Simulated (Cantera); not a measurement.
## Silicon epitaxy and polysilicon growth: SiHCl3 + H2

Input: 1 mol SiHCl3, a varied amount of H2, held at 973.15 K and 1.10 bar.

Equilibrium computed with Cantera from the NASA thermochemical tables; the gas is ideal and each condensed phase is pure. Candidate condensed phases: Si; 19 gas species. The tables' values for SiCl3 are old estimates; treat these amounts as uncertain. Kinetics and transport are ignored.

From 7.6 mol H2 to 580 mol H2 the condensed part is Si(s). The main Si-bearing gas is SiCl4 at 7.6 mol H2 and SiHCl3 at 580 mol H2. The share of Si in condensed phases is highest at 580 mol H2 (39.5 %) and lowest at 16 mol H2 (17.0 %).

```csv
n(H2) (mol),x H2,x SiCl4,x SiHCl3,x HCl,x SiH2Cl2,x SiCl3,x SiCl2,x SiH3Cl,n Si(s)
7.6,0.898,0.0547,0.0363,0.00762,0.00251,0.000445,0.000104,4.40e-5,0.174
16,0.945,0.0253,0.0209,0.00644,0.00180,0.000250,7.06e-5,3.92e-5,0.170
32,0.970,0.0116,0.0118,0.00538,0.00125,0.000140,4.79e-5,3.35e-5,0.173
66,0.984,0.00491,0.00623,0.00436,0.000825,7.30e-5,3.11e-5,2.76e-5,0.187
140,0.991,0.00187,0.00304,0.00344,0.000514,3.55e-5,1.92e-5,2.19e-5,0.223
280,0.995,0.000709,0.00147,0.00270,0.000317,1.71e-5,1.18e-5,1.73e-5,0.286
580,0.997,0.000222,0.000615,0.00203,0.000178,7.16e-6,6.62e-6,1.30e-5,0.395
```
x: gas mole fraction; n: condensed amount in mol.
